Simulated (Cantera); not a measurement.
Charge: 1 mol (CH₃)₂SiCl₂, 47 mol H₂, held at 1523.15 K and 540 Pa.

Equilibrium computed with Cantera from the NASA thermochemical tables; the gas is ideal and each condensed phase is pure. Candidate condensed phases: C, C₆H₆, C₇H₈, C₈H₁₈, Si, SiC; 109 gas species. The feed counts by its element totals alone. The numbers say what is thermodynamically allowed, not how fast it happens.

Base state: H₂ 0.961, HCl 0.0391, H 0.000309, SiCl₂ 4.15e-5, CH₄ 1.15e-5, C₂H₂ (acetylene) 1.14e-5, Cl 1.01e-5 (mole fractions); condensed: C(graphite) + SiC(s).

### Question
What changes in the equilibrium state with this change: H₂ from 47 to 5.2 mol?

### Answer
| species | before | after |
|---|---|---|
| H₂ | 0.961 | 0.784 |
| HCl | 0.0391 | 0.214 |
| SiCl₂ | 4.15e-5 | 0.00152 |
| SiCl₃ | 2.62e-7 | 5.81e-5 |
| Cl | 1.01e-5 | 6.11e-5 |
| C(graphite), mol | 1.00 | 1.01 |
| SiC(s), mol | 0.998 | 0.985 |
The tables' values for SiCl₃ are old estimates; treat these amounts as uncertain.
